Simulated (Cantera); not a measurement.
Input: 1 mol SiC, 0.041 mol Si, 4.1 mol N₂, held at 2427 °C and 3.50 bar.

Cantera equilibrium calculation (NASA polynomials, part measured and part estimated; ideal gas, pure solids and liquids). Candidate condensed phases: C, Si, SiC, Si₃N₄; 20 gas species. Mutual solubility and eutectic melting of coexisting phases are not modelled. The tables' values for SiN are old estimates; treat these amounts as uncertain. Equilibrium is a limit: real reactors are often held back by kinetics, nucleation or transport.

Base state: N₂ 0.991, Si 0.00541, Si₂C 0.00124, SiN 0.000768, Si₂N 0.000600, SiC₂ 0.000326, Si₂ 0.000189, CN 9.44e-5 (mole fractions); condensed: Si(l) + SiC(s).

### Question
What changes in the equilibrium state with this change: temperature from 2427 °C to 1327 °C?

### Answer
```json
[
 {"species": "N₂", "before": "0.991", "after": "1.00"},
 {"species": "C₂N₂", "before": "3.20e-5", "after": "1.66e-8"},
 {"species": "Si", "before": "0.00541", "after": "<1e-9"},
 {"species": "Si₂C", "before": "0.00124", "after": "<1e-9"},
 {"species": "SiN", "before": "0.000768", "after": "<1e-9"},
 {"species": "Si₂N", "before": "0.000600", "after": "<1e-9"},
 {"species": "SiC₂", "before": "0.000326", "after": "<1e-9"},
 {"species": "Si(l), mol", "before": "0.00543", "after": "0"},
 {"species": "SiC(s), mol", "before": "0.992", "after": "0"},
 {"species": "C(graphite), mol", "before": "0", "after": "1.00"},
 {"species": "Si₃N₄(s), mol", "before": "0", "after": "0.347"}
]
```

### Question
What changes in the equilibrium state with this change: temperature from 2427 °C to 1250 °C?

### Answer
| species | before | after |
|---|---|---|
| N₂ | 0.991 | 1.00 |
| C₂N₂ | 3.20e-5 | 5.06e-9 |
| Si | 0.00541 | <1e-9 |
| Si₂C | 0.00124 | <1e-9 |
| SiN | 0.000768 | <1e-9 |
| Si₂N | 0.000600 | <1e-9 |
| SiC₂ | 0.000326 | <1e-9 |
| Si₂ | 0.000189 | <1e-9 |
| CN | 9.44e-5 | <1e-9 |
| Si(l), mol | 0.00543 | 0 |
| SiC(s), mol | 0.992 | 0 |
| C(graphite), mol | 0 | 1.00 |
| Si₃N₄(s), mol | 0 | 0.347 |
